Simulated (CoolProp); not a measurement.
A single-stage vapour-compression cycle with the fluid: evaporating at 258.15 K (dew point), condensing at 299.15 K (bubble point), superheat 10 K, subcooling 0 K, compressor efficiency 0.7, no pressure losses. The same conditions are run with several fluids, on thermodynamics alone (safety and materials aside).

Values from CoolProp's reference Helmholtz-energy equation of state of each fluid (R236FA: Pan 2012; C3F8 (R218): Lemmon 2006; dimethyl ether: Wu 2011; R407C: Lemmon 2003; R22: Kamei 1995; n-perfluorobutane: Gao 2022). Blends and air are pseudo-pure fits.

```csv
fluid,cooling COP,pressure ratio,discharge temperature (K),refrigerating effect (kJ/kg),volumetric capacity (kJ/m³)
R236FA,3.64,5.05,314.7,124,485
C3F8 (R218),3.07,3.61,302.9,59.6,1350
dimethyl ether,3.76,3.99,341.4,?,?
R407C,3.04,4.65,?,172,1880
R22,3.63,3.62,348.9,174,2140
n-perfluorobutane,3.21,4.74,299.2,64.2,411
```

Question: What belongs in the gaps?

Answer: 
- dimethyl ether, refrigerating effect (kJ/kg): 372
- dimethyl ether, volumetric capacity (kJ/m³): 1220
- R407C, discharge temperature (K): 345.9

The compression ends wet for: n-perfluorobutane.
